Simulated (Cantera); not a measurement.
Charge: 1 mol PbO, 0.85 mol CH4, 0.037 mol CO.

Cantera equilibrium calculation (NASA polynomials, part measured and part estimated; ideal gas, pure solids and liquids). Candidate condensed phases: C, C6H6, C7H8, C8H18, H2O, Pb, PbO, PbO2, Pb3O4; 113 gas species. Rates play no part.

Q: What condenses at these points (T in °C, P in Pa): (1802, 10); (1502, 280000); (2252, 22000); (1202, 1000000); (1202, 460)?

A: 
```json
[
 {"T (°C)": "1802", "P in Pa": "10", "condensed phases": "gas only", "Pb condensed (%)": "0.0"},
 {"T (°C)": "1502", "P in Pa": "280000", "condensed phases": "Pb", "Pb condensed (%)": "76.9"},
 {"T (°C)": "2252", "P in Pa": "22000", "condensed phases": "gas only", "Pb condensed (%)": "0.0"},
 {"T (°C)": "1202", "P in Pa": "1000000", "condensed phases": "Pb", "Pb condensed (%)": "99.5"},
 {"T (°C)": "1202", "P in Pa": "460", "condensed phases": "gas only", "Pb condensed (%)": "0.0"}
]
```
